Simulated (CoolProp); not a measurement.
Sulfur hexafluoride at 293.15 K and 1.32 MPa flows at 1.5 m/s in a round tube of 50 mm bore and 1.5 µm roughness, fully developed (64/Re and Nu = 3.66 if laminar; Colebrook and Gnielinski if turbulent). Each further row changes one setting.

Computed with CoolProp (reference Helmholtz-energy equation of state, Guder 2009).

| case | Reynolds number | Darcy friction factor | pressure drop (Pa/m) | heat-transfer coefficient (W/(m² K)) | mass flow (kg/h) |
|---|---|---|---|---|---|
| as stated | 466000 | 0.0137 | 29.8 | 199 | 1020 |
| velocity 3 m/s | 933000 | 0.0124 | 108 | 360 | 2050 |
| diameter 100 mm | 933000 | 0.0121 | 13.2 | 175 | 4100 |

Viscosity comes from a separate model (Quiñones-Cisneros 2012). Thermal conductivity comes from a separate model (Assael 2012).
